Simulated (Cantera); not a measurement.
## Thermodynamics of carbon deposition, reforming and gasification, feed C₂H₂ + H₂ + HF

Feed: 1 mol C₂H₂, 4 mol H₂, 0.053 mol HF, equilibrated at 0.0530 bar.

Method: chemical equilibrium by Gibbs-energy minimisation in Cantera with the NASA 1993 tables (ideal gas, pure condensed phases). Candidate condensed phases: C, C₆H₆, C₇H₈, C₈H₁₈; 95 gas species. The numbers say what is thermodynamically allowed, not how fast it happens.

From 1877 °C to 2277 °C the condensed part is C(graphite). The main C-bearing gas is C₂H₂ (acetylene) throughout. The share of C in condensed phases is highest at 1877 °C (99.0 %) and lowest at 2277 °C (93.7 %).

```
T (°C)   x H₂     x H  x C₂H₂ (acetylene)     x HF     x C₂H  n C(graphite)
------  -----  ------  ------------------  -------  --------  -------------
1877    0.970  0.0180             0.00188   0.0104   1.05e-6           1.98
1927    0.963  0.0240             0.00247   0.0104   2.13e-6           1.97
1977    0.955  0.0315             0.00320   0.0103   4.19e-6           1.97
2027    0.945  0.0409             0.00408   0.0103   7.98e-6           1.96
2077    0.932  0.0523             0.00514   0.0102   1.48e-5           1.95
2127    0.917  0.0662             0.00639   0.0101   2.65e-5           1.93
2177    0.899  0.0828             0.00784   0.0101   4.65e-5           1.92
2227    0.878   0.102             0.00950  0.00995   7.95e-5           1.90
2277    0.853   0.125              0.0113  0.00983  0.000133           1.87
```
x: gas mole fraction; n: condensed amount in mol.
